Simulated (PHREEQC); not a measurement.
1.4 g of hydrous ferric oxide (600 m²/g; 0.2 weak and 0.005 strong sites per Fe, Dzombak-Morel constants, diffuse double layer) in 1 kg of water with 0.05 mol/kgw of an inert sodium salt and 0.0025 mol/kgw H3BO3, at 25 °C; the pH is set by adding NaOH or the inert anion's acid. Oxygen alone is held at its pressure in air (log pO2 = -0.68). CO2 from the air is kept out. Precipitation was switched off in this run.

All values are PHREEQC results (ion-association model, wateq4f.dat), not measurements.

```
pH   B sorbed (%)  surface charge σ (C/m²)  surface potential ψ (mV)
---  ------------  -----------------------  ------------------------
4             0.3                    0.294                       159
5             0.6                    0.181                       135
6             0.9                    0.089                        99
6.5           1.0                    0.057                        78
7.5           1.0                    0.017                        31
8.5           0.8                   -0.010                       -20
9.5           0.3                   -0.047                       -68
10            0.1                   -0.075                       -90
11            0.0                   -0.161                      -127
12            0.0                   -0.284                      -151
```
